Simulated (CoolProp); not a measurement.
A simple Rankine cycle with n-butane: condensing at 332.15 K, boiler at 3.16 MPa, turbine inlet 419.1 K, turbine efficiency 0.85, pump efficiency 0.7, no recuperator. Each further row changes one setting.

Computed with CoolProp (reference Helmholtz-energy equation of state, Bücker 2006).

| case | thermal efficiency (%) | net work (kJ/kg) | heat in (kJ/kg) | turbine exit temperature (K) | volume ratio over the turbine |
|---|---|---|---|---|---|
| as stated | 11.8 | 49.5 | 418 | 354.5 | 6.86 |
| turbine inlet 439.1 K | 12.0 | 58.4 | 487 | 382.5 | 6.02 |
| condensing temperature 324.15 K | 13.0 | 56.9 | 439 | 348.9 | 8.43 |
| boiler pressure 2.21 MPa | 10.1 | 46.8 | 465 | 377.7 | 3.92 |
| turbine efficiency 0.75 | 10.3 | 42.9 | 418 | 357.6 | 6.95 |
